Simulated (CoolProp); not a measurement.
Saturation properties of hexamethyldisiloxane (MM) (Tc = 518.7 K, pc = 1931 kPa, ω = 0.418).

The numbers come from the reference Helmholtz-energy equation of state, Thol 2016 in CoolProp.

| T (K) | p (kPa) | liquid cp (kJ/(kg K)) | vapour Z |
|---|---|---|---|
| 302.8 | 7.027 | 1.912 | 0.9906 |
| 312.4 | 11.03 | 1.937 | 0.9869 |
| 321.9 | 16.67 | 1.963 | 0.9824 |
| 331.5 | 24.56 | 1.990 | 0.9767 |
| 341.1 | 35.23 | 2.018 | 0.9699 |
| 350.6 | 49.16 | 2.046 | 0.9619 |
| 360.2 | 67.35 | 2.074 | 0.9524 |
| 369.7 | 90.19 | 2.103 | 0.9416 |
| 379.3 | 119.0 | 2.133 | 0.9290 |
| 388.8 | 154.1 | 2.164 | 0.9148 |
| 398.4 | 197.1 | 2.196 | 0.8986 |
| 407.9 | 248.2 | 2.229 | 0.8807 |
| 417.5 | 309.4 | 2.264 | 0.8604 |
| 427.1 | 381.6 | 2.301 | 0.8379 |
| 436.6 | 464.8 | 2.342 | 0.8131 |

It boils at 373.7 K under 1 atm.
